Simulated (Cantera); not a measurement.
A Cantera script and what it prints.

```python
import numpy as np
import cantera as ct

gas_names = """
    Ba BaF BaF2 F F2 H HF H2 H2F2 H3F3 H4F4 H5F5 H6F6 H7F7 N NF NF2 NF3 NH NH2 NH3 N2 N2H2 N2H4
""".split()
cond_names = """
    Ba(cr) Ba(L) BaF2(a) BaF2(b,c) BaF2(L)
""".split()


# ... load() reads the species with a 1 bar reference pressure and builds the phases ...
atoms = {
    'BaF2': {'Ba': 1, 'F': 2},
    'HF': {'H': 1, 'F': 1},
    'N2': {'N': 2},
}
top_T = {}  # K; cautious upper limits of use, not melting points


# ... equilibrate(T, P, feed) seeds the gas with the atoms and calls Mixture.equilibrate('TP', solver="vcs", rtol=1e-11, max_steps=5000) ...
results = []
feed = {'BaF2': 1, 'HF': 1.5, 'N2': 3.4}  # mol
T = 1750  # K
P = 130  # Pa
mix = equilibrate(T, P, feed)
results.append((T, P, feed, dict(zip(mix.species_names, mix.species_moles))))
print(gas.report(threshold=0.0001))
for i in range(1, mix.n_phases):
    print(f"{mix.phase(i).name:16s} {mix.phase_moles(i):12.5e} mol")
```

It prints:

```
       temperature   1750 K
          pressure   130 Pa
           density   0.00045516 kg/m^3
  mean mol. weight   50.943 kg/kmol
   phase of matter   gas

                          1 kg             1 kmol
                     ---------------   ---------------
          enthalpy       -3.0013e+06        -1.529e+08  J
   internal energy        -3.287e+06       -1.6745e+08  J
           entropy            6509.5        3.3162e+05  J/K
    Gibbs function       -1.4393e+07       -7.3323e+08  J
 heat capacity c_p            759.91             38712  J/K
 heat capacity c_v             596.7             30398  J/K

                      mass frac. Y      mole frac. X     chem. pot. / RT
                     ---------------   ---------------   ---------------
              BaF2           0.58324           0.16947           -106.28
                HF           0.09982           0.25418           -50.989
                N2           0.31688           0.57624           -33.696
     [  +21 minor]        6.2702e-05        0.00010797

Ba(L)             0.00000e+00 mol
BaF2(L)           0.00000e+00 mol
```

Cantera equilibrium calculation (NASA polynomials, part measured and part estimated; ideal gas, pure solids and liquids).
